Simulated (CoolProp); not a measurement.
trans-2-butene at 293.15 K and 4.73 MPa is throttled through a valve to 1.85 MPa with no heat exchange. Each further row changes one setting.

The numbers come from the reference Helmholtz-energy equation of state, Lemmon 2005 in CoolProp. It is a short technical equation, of lower accuracy than the large ones.

| case | temperature change (K) | final density (kg/m³) |
|---|---|---|
| as stated | … | … |
| outlet pressure 0.555 MPa | … | … |
| outlet pressure 2.41 MPa | +0.8 | … |

Task: Complete the blanks.

Result: 
- as stated, temperature change (K): +0.9
- as stated, final density (kg/m³): 606
- outlet pressure 0.555 MPa, temperature change (K): +1.3
- outlet pressure 0.555 MPa, final density (kg/m³): 603
- outlet pressure 2.41 MPa, final density (kg/m³): 607
